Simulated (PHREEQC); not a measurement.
Solution (4.2 °C): 0.99 mol NaHSO4, 0.00066 mol (NH4)2SO4 and 0.014 mol NaHS per kg of water. Closed to the air; pH follows from the charge balance.

Equilibrium calculation in PHREEQC: ion-association model, wateq4f.dat.

Q: The ionic strength comes out as 1.39 mol/kgw. What activity coefficients do SO4-2, HSO4-, NH4SO4-, NH4+, H+ get?

A: SO4-2 0.14, HSO4- 0.61, NH4SO4- 0.63, NH4+ 0.87, H+ 0.74.

This is a speciation only: nothing precipitates in the calculation. Saturation is exceeded, for instance for Mirabilite; the values hold only as long as no solid forms. Ionic strength above about 0.7 mol/kgw puts this run outside the model's range. Away from 25 °C the constants follow the database's enthalpies or fits; those with neither stay at their 25 °C values. The polysulfide entries of wateq4f.dat were taken out for this run.
